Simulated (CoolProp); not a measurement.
Vapour-liquid equilibrium of m-xylene (1) + n-undecane (2) at 8.89 bar; x and y are mole fractions of (1).

Computed with CoolProp (multi-fluid Helmholtz-energy mixture model, Zhou 2012 and Aleksandrov 2011; pair parameters Bell 2016).

| x | bubble temperature, mixture model (K) | bubble temperature, Raoult's law (K) | y, mixture model | y, Raoult's law |
|---|---|---|---|---|
| 0.05 | ___ | 577.5 | 0.085 | 0.121 |
| 0.125 | 573.0 | 570.4 | 0.206 | 0.276 |
| 0.2 | 567.4 | 563.9 | 0.319 | 0.404 |
| 0.275 | 561.8 | 557.8 | ___ | 0.510 |
| 0.35 | ___ | 552.2 | 0.516 | 0.600 |
| 0.425 | ___ | 547.0 | 0.601 | 0.676 |
| 0.5 | 546.1 | 542.1 | ___ | 0.741 |
| 0.575 | ___ | 537.6 | 0.745 | 0.797 |
| 0.65 | 536.4 | 533.4 | ___ | 0.845 |
| 0.725 | 531.8 | 529.4 | 0.858 | 0.887 |
| 0.8 | 527.4 | 525.7 | 0.905 | 0.923 |
| 0.875 | 523.2 | 522.1 | 0.945 | 0.955 |
| 0.95 | 519.2 | 518.8 | 0.980 | 0.983 |

Problem. Fill in the missing entries.

Solution. 
- 0.05, bubble temperature, mixture model (K): 578.8
- 0.275, y, mixture model: 0.422
- 0.35, bubble temperature, mixture model (K): 556.4
- 0.425, bubble temperature, mixture model (K): 551.2
- 0.5, y, mixture model: 0.677
- 0.575, bubble temperature, mixture model (K): 541.1
- 0.65, y, mixture model: 0.805

The largest gap from Raoult's law is +4.2 K in bubble temperature, at x = 0.35. No azeotrope shows between x = 0.05 and 0.95.

The pair parameters rest on a limited set of measurements; away from them the model extrapolates.
